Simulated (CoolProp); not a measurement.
Properties of CHF3 (R23) at several states.

Computed with CoolProp (reference Helmholtz-energy equation of state, Penoncello 2003).

```json
[
 {"T (°C)": "-58.55", "p (MPa)": "0.135", "phase": "gas", "Z": "0.9656", "speed of sound (m/s)": "174.0", "Prandtl number": "0.783"},
 {"T (°C)": "-19.05", "p (MPa)": "10.8", "phase": "liquid", "Z": "0.2918", "speed of sound (m/s)": "577.4", "Prandtl number": "2.02"},
 {"T (°C)": "-60.55", "p (MPa)": "8.46", "phase": "liquid", "Z": "0.2416", "speed of sound (m/s)": "763.0", "Prandtl number": "2.45"},
 {"T (°C)": "14.15", "p (MPa)": "5.08", "phase": "liquid", "Z": "0.1555", "speed of sound (m/s)": "299.7", "Prandtl number": "2.21"},
 {"T (°C)": "182.85", "p (MPa)": "3.12", "phase": "gas", "Z": "0.9537", "speed of sound (m/s)": "242.8", "Prandtl number": "0.878"}
]
```

Viscosity comes from a separate model (Shan 2000). Thermal conductivity comes from a separate model (Shan 2000).
